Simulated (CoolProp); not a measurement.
A simple Rankine cycle with ethylbenzene: condensing at 331.15 K, boiler at 1.15 MPa, turbine inlet 570.8 K, turbine efficiency 0.7, pump efficiency 0.8, no recuperator. Each further row changes one setting.

Model: reference Helmholtz-energy equation of state, Zhou 2012, in CoolProp.

| case | thermal efficiency (%) | net work (kJ/kg) | heat in (kJ/kg) | turbine exit temperature (K) | volume ratio over the turbine |
|---|---|---|---|---|---|
| as stated | 17.6 | 137 | 777 | 490.1 | ? |
| turbine inlet 590.8 K | 17.4 | 143 | 823 | 510.7 | 172 |
| condensing temperature 323.15 K | 18.4 | 146 | 792 | 485.2 | 250 |
| boiler pressure 0.805 MPa | ? | 131 | ? | ? | ? |
| turbine efficiency 0.6 | 15.1 | ? | 777 | 500.3 | ? |

Task: Complete the blanks.

Result: 
- as stated, volume ratio over the turbine: 175
- boiler pressure 0.805 MPa, thermal efficiency (%): 16.6
- boiler pressure 0.805 MPa, heat in (kJ/kg): 786
- boiler pressure 0.805 MPa, turbine exit temperature (K): 498.1
- boiler pressure 0.805 MPa, volume ratio over the turbine: 117
- turbine efficiency 0.6, net work (kJ/kg): 117
- turbine efficiency 0.6, volume ratio over the turbine: 179
